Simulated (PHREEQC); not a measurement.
Dissolve 0.079 mmol/kgw Na2SiF6, 23 mmol/kgw KNO3 and 19 mmol/kgw KHCO3 at 25 °C. Closed to the air; pH follows from the charge balance.

Computed with PHREEQC (ion-association model, wateq4f.dat).

* **pH**: 7.90
* **ionic strength**: 0.0423 mol/kgw
* **total alkalinity**: 18.7 meq/kg

```json
[
 {"species": "K+", "molality": "0.0420", "activity": "0.0346", "log γ": "-0.084"},
 {"species": "NO3-", "molality": "0.0230", "activity": "0.0188", "log γ": "-0.087"},
 {"species": "HCO3-", "molality": "0.0185", "activity": "0.0155", "log γ": "-0.077"},
 {"species": "F-", "molality": "0.000474", "activity": "0.000390", "log γ": "-0.085"},
 {"species": "CO2", "molality": "0.000435", "activity": "0.000439", "log γ": "0.004"},
 {"species": "Na+", "molality": "0.000157", "activity": "0.000131", "log γ": "-0.079"},
 {"species": "CO3-2", "molality": "0.000117", "activity": "5.75e-5", "log γ": "-0.307"},
 {"species": "H4SiO4", "molality": "7.79e-5", "activity": "7.87e-5", "log γ": "0.004"},
 {"species": "NaHCO3", "molality": "1.12e-6", "activity": "1.13e-6", "log γ": "0.004"},
 {"species": "H3SiO4-", "molality": "1.11e-6", "activity": "9.19e-7", "log γ": "-0.083"},
 {"species": "OH-", "molality": "9.63e-7", "activity": "7.92e-7", "log γ": "-0.085"}
]
```

No solid was allowed to form. SiF6-2 is the database's only silicon fluoride.
